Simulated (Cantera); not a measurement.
A closed system holds: 1 mol CaF2, 2.6 mol H2, 1.5 mol HF, equilibrated at 1398.15 K and 10.0 mbar.

Equilibrium computed with Cantera from the NASA thermochemical tables; the gas is ideal and each condensed phase is pure. Candidate condensed phases: Ca, CaF2; 15 gas species. Equilibrium is a limit: real reactors are often held back by kinetics, nucleation or transport.

Base state: H2 0.634, HF 0.366, H 3.78e-5, CaF2 2.08e-5 (mole fractions); condensed: CaF2(s).

Problem. What changes in the equilibrium state with this change: temperature from 1398.15 K to 1748.15 K?

Solution. 
```json
[
 {"species": "H2", "before": "0.634", "after": "0.622"},
 {"species": "HF", "before": "0.366", "after": "0.359"},
 {"species": "CaF2", "before": "2.08e-5", "after": "0.0173"},
 {"species": "CaF", "before": "<1e-9", "after": "3.48e-5"},
 {"species": "H", "before": "3.78e-5", "after": "0.00180"},
 {"species": "CaF2(s), mol", "before": "1.000", "after": "0"},
 {"species": "CaF2(l), mol", "before": "0", "after": "0.928"}
]
```
